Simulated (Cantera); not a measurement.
Input: 1 mol BaF2, 0.35 mol O2, 10 mol H2, equilibrated at 1850 °C and 1.00e-5 bar.

These are equilibrium values from Cantera (NASA tables, ideal gas, pure condensed phases), not measurements of a reactor. Candidate condensed phases: Ba, BaF2, BaO, Ba(OH)2, H2O; 27 gas species. Kinetics and transport are ignored.

Base state: H 0.576, H2 0.257, HF 0.0642, BaF 0.0418, H2O 0.0240, Ba 0.0109, O 0.0105, BaF2 0.00744 (mole fractions); condensed: gas only.

Question: What changes in the equilibrium state with this change: temperature from 1850 °C to 1700 °C?

Answer: 
```csv
species,before,after
H2,0.257,0.506
H,0.576,0.304
HF,0.0642,0.0656
H2O,0.0240,0.0471
O,0.0105,0.00119
BaF2,0.00744,0.0157
Ba,0.0109,0.00675
BaF,0.0418,0.0509
O2,0.000417,4.79e-5
F,9.47e-5,1.45e-5
OH,0.00664,0.00269
BaOH,0.000368,0.000624
```
